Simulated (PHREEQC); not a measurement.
A solution holds 61.2 mmol/kgw Ca(NO3)2, at 82 °C. Closed to the air; pH follows from the charge balance.

Equilibrium calculation in PHREEQC: ion-association model, phreeqc.dat.

Precipitation was switched off in this run.

**Question.** Predict the specific conductance.

**Answer.** specific conductance 28700 µS/cm.

At this temperature some constants are extrapolated from 25 °C, and those without enthalpy data are left unchanged.
